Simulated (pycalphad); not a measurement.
Source of the numbers: pycalphad with the COST 507 light-alloy database (1999); pressure 1 atm. The database dates from 1999; later assessments differ in places, in temperatures and in the compounds included. Amounts are mole fractions of atoms.

Q: Give the equilibrium state of Ti-90.35Si (wt.%) at 1200 K.

A: 
```
T = 1200.00 K, P = 101325 Pa, N = 1 mol of atoms
G = -51423 J/mol, H = 12271 J/mol, S = 53.08 J/(mol K)  (SER reference)
chemical potentials (J/mol): Ti -228079, Si -40347
phase             fraction      x(Ti)      x(Si)
DIAMOND_A4          0.8230   1.88e-13     1.0000
SI2TI               0.1770     0.3333     0.6667
```

Q: Give the equilibrium state of Ti-90.35Si (wt.%) at 1650 K.

A: diamond (Si), fraction 0.584, with >99.99 Si wt.%; liquid, fraction 0.416, with 78.0 Si wt.%.

Database names, with the compositions (at.%) that they take in these runs: SI2TI: Si 67 Ti 33. DIAMOND_A4 is diamond (Si).
